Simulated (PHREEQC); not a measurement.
Brine (model solution)

A solution holds 5.8 mol NaOH, 0.047 mol BaCl2 and 0.069 mol NaCl per kg of water, at 25 °C. Closed to the air; pH follows from the charge balance.

Model: Pitzer model, pitzer.dat, run in PHREEQC.

Each row changes one thing in this solution. This is a speciation only: nothing precipitates in the calculation.

| case | pH | SI of Halite (NaCl) |
|---|---|---|
| as made | 15.10 | -1.81 |
| diluted 5-fold with water | 13.91 | -3.41 |
| BaCl2 left out | 15.10 | -2.20 |
| NaCl from 0.069 to 0.0138 mol/kgw | 15.10 | -2.00 |
| NaOH left out | 6.98 | -3.81 |
| BaCl2 from 0.047 to 0.0094 mol/kgw | 15.10 | -2.09 |
| NaCl from 0.069 to 0.0759 mol/kgw | 15.10 | -1.80 |
| diluted 10-fold with water | 13.60 | -3.97 |
| BaCl2 from 0.047 to 0.0423 mol/kgw | 15.10 | -1.84 |

Species that the database lacks are ignored. In brines, pH and single-ion activities rest on the MacInnes convention.
